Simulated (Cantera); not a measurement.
A freely propagating, adiabatic, planar premixed flame of 31.9 % CO, 1.62 % H2, 14.0 % O2, 52.6 % N2, unburnt at 475 K and 6.30 bar; mixture-averaged transport, grid criteria slope 0.08 and curve 0.16, no radiation.

Model: GRI-Mech 3.0 (53 species, 325 reactions), integrated in Cantera. The hydrogen kinetics of GRI-Mech 3.0 are dated; newer H2 mechanisms differ, most at raised pressure. Burning velocities carry a grid error of a few per cent, more on coarse grids.

### Question
Predict: laminar burning velocity; thermal thickness; peak x(O); peak x(H).

### Answer
```
Property                     Result
------------------------  ---------
laminar burning velocity  68.8 cm/s
thermal thickness          0.105 mm
peak x(O)                   0.00963
peak x(H)                   0.00406
```
